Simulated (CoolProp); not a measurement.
A simple Rankine cycle with isohexane: condensing at 316.15 K, boiler at 0.563 MPa, turbine inlet 439.5 K, turbine efficiency 0.9, pump efficiency 0.6, no recuperator. Each further row changes one setting.

The numbers come from the reference Helmholtz-energy equation of state, Lemmon 2006 in CoolProp. It is a short technical equation, of lower accuracy than the large ones.

| case | thermal efficiency (%) | net work (kJ/kg) | heat in (kJ/kg) | turbine exit temperature (K) | volume ratio over the turbine |
|---|---|---|---|---|---|
| as stated | 13.6 | 77.7 | 571 | 397.4 | 9.95 |
| turbine inlet 459.5 K | 13.3 | 82.2 | 620 | 417.8 | 9.84 |
| condensing temperature 308.15 K | 14.9 | 87.6 | 590 | 392.5 | 13.3 |
| boiler pressure 0.394 MPa | 11.7 | 67.4 | 577 | 404.8 | 6.83 |
| turbine efficiency 0.8 | 12.1 | 68.9 | 571 | 401.5 | 10.1 |
